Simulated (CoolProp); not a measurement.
Normal hydrogen along the isotherm 33.4 K: density (kg/m³) from the reference equation and from simpler models built on Tc = 33.1 K, pc = 1.296 MPa, ω = -0.219; each cubic takes its own stable root.

The numbers come from the reference Helmholtz-energy equation of state, Leachman 2009 in CoolProp.

```
p (MPa)          phase  reference  ideal gas  Redlich-Kwong  Soave-Redlich-Kwong  Peng-Robinson
-------  -------------  ---------  ---------  -------------  -------------------  -------------
0.0205             gas     0.1496     0.1488         0.1496               0.1496         0.1497
0.0346             gas     0.2533     0.2512         0.2534               0.2534         0.2537
0.0584             gas     0.4302     0.4239         0.4305               0.4305         0.4312
0.0985             gas     0.7330     0.7150         0.7339               0.7340         0.7362
0.166              gas      1.258      1.205          1.260                    ?          1.267
0.281              gas          ?      2.040          2.207                2.208          2.227
0.474              gas      3.946      3.441          3.969                3.971          4.034
0.799              gas      7.601      5.800          7.674                7.687          7.911
1.35     supercritical      33.78      9.800          27.73                31.65              ?
2.28     supercritical      53.40      16.55          51.13                51.38          57.03
3.84     supercritical      59.50      27.88          59.35                59.50          66.21
6.48     supercritical          ?      47.04          66.55                66.65          74.20
```

**Question.** Fill in the missing entries.

**Answer.** 
- 0.166, Soave-Redlich-Kwong: 1.261
- 0.281, reference: 2.200
- 1.35, Peng-Robinson: 34.44
- 6.48, reference: 65.00
